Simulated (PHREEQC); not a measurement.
Make-up at 25 °C: 14 mmol/kgw HCl and 0.033 mmol/kgw CuSO4. Closed to the air; pH follows from the charge balance.

The numbers come from PHREEQC with the ion-association model, phreeqc.dat.

The ionic strength comes out as 0.0141 mol/kgw. What activity coefficients do HSO4-, Cu+2, H+, SO4-2, Cl- get?

HSO4- 0.89, Cu+2 0.64, H+ 0.90, SO4-2 0.63, Cl- 0.89.

No solid was allowed to form. Complexes and solids missing from the database can't appear.
